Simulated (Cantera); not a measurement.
An adiabatic, constant-volume homogeneous reactor starts with CO : H2 : CH4 : O2 : N2 = 1 : 0.2 : 0.65 : 5.76 : 21.6 (molar parts), equivalence ratio 0.33, at 1600 K and 0.650 bar.

Model: GRI-Mech 3.0 (53 species, 325 reactions), integrated in Cantera.

One state of this run: T (K) = 2184; P (bar) = 0.889; x CO = 0.0134; x H2 = 0.00229; x CH4 = <1e-12; x O2 = 0.129; x CH3 = <1e-12; x HCN = <1e-12. x: mole fraction; the columns are a selection and need not sum to one.

Problem. Which value of t (s) does it belong to?
A. 0.0713
B. 0.000351
C. 0.597
D. 1.73

Solution. B, 0.000351
